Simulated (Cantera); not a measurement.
Source: NASA polynomial tables (part measured, part estimated), evaluated in Cantera. Values are per mole of reaction as written; species without (g) are pure solids or liquids, kept so even where they would boil at 1 bar.

a) 2 H2(g) + O2(g) → 2 H2O(g)
b) 2 C + O2(g) → 2 CO(g)
c) Nb + O2(g) → NbO2
d) C + O2(g) → CO2(g)

**Question.** Order these by ΔG° at 300 K, most negative first.

**Answer.** c (-739 kJ), a (-457 kJ), d (-394 kJ), b (-275 kJ)
